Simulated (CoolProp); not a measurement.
Aqueous lithium chloride as a coolant, 21 % by mass, freezing at -48.7 °C, 1 atm.

Computed with CoolProp (Melinder's fits for secondary coolants).

| T (°C) | conductivity (W/(m K)) | cp (kJ/(kg K)) | density (kg/m³) | viscosity (mPa s) |
|---|---|---|---|---|
| -40.2 | 0.468 | 2.850 | 1133 | 23.0 |
| -34.2 | 0.476 | 2.887 | 1132 | 16.2 |
| -28.2 | 0.484 | 2.925 | 1132 | 11.7 |
| -22.2 | 0.492 | 2.962 | 1131 | 8.75 |
| -16.1 | 0.501 | 3.000 | 1130 | 6.70 |
| -10.1 | 0.509 | 3.037 | 1129 | 5.28 |
| -4.1 | 0.517 | 3.075 | 1128 | 4.27 |
| 2 | 0.526 | 3.113 | 1126 | 3.52 |
| 8 | 0.534 | 3.151 | 1125 | 2.96 |
| 14 | 0.542 | 3.188 | 1123 | 2.54 |
| 20 | 0.550 | 3.226 | 1122 | 2.21 |
| 26.1 | 0.559 | 3.264 | 1120 | 1.94 |
| 32.1 | 0.567 | 3.301 | 1118 | 1.73 |
| 38.1 | 0.575 | 3.338 | 1116 | 1.55 |
